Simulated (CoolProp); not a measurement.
Saturation properties of CH3F (R41) (Tc = 44.1 °C, pc = 59.06 bar, ω = 0.200).

Values from CoolProp's reference Helmholtz-energy equation of state, Lemmon 2006. It is a short technical equation, of lower accuracy than the large ones.

```
T (°C)   p (bar)  liquid density (kg/m³)  vapour density (kg/m³)  enthalpy of vaporisation (kJ/kg)  surface tension (mN/m)
-------  -------  ----------------------  ----------------------  --------------------------------  ----------------------
-126.75  0.02536                   975.6                 0.07123                             547.9                    23.4
-124.35  0.03249                   971.2                 0.08984                             545.1                    23.0
-121.95  0.04125                   966.7                  0.1123                             542.4                    22.6
-119.65  0.05145                   962.4                  0.1381                             539.7                    22.2
-117.25  0.06428                   957.9                  0.1701                             536.8                    21.8
-114.85  0.07970                   953.4                  0.2079                             534.0                    21.4
-112.55  0.09726                   949.0                  0.2504                             531.3                    21.0
-110.15   0.1189                   944.4                  0.3021                             528.4                    20.6
-107.75   0.1445                   939.8                  0.3622                             525.5                    20.2
-105.45   0.1730                   935.4                  0.4285                             522.7                    19.8
-103.05   0.2076                   930.8                  0.5079                             519.8                    19.4
-100.65   0.2477                   926.1                  0.5987                             516.8                    19.1
-98.35    0.2919                   921.6                  0.6975                             514.0                    18.7
-95.95    0.3447                   916.9                  0.8142                             510.9                    18.3
```

It boils at -78.4 °C under 1 atm.

Surface tension comes from a separate correlation (Mulero 2012).
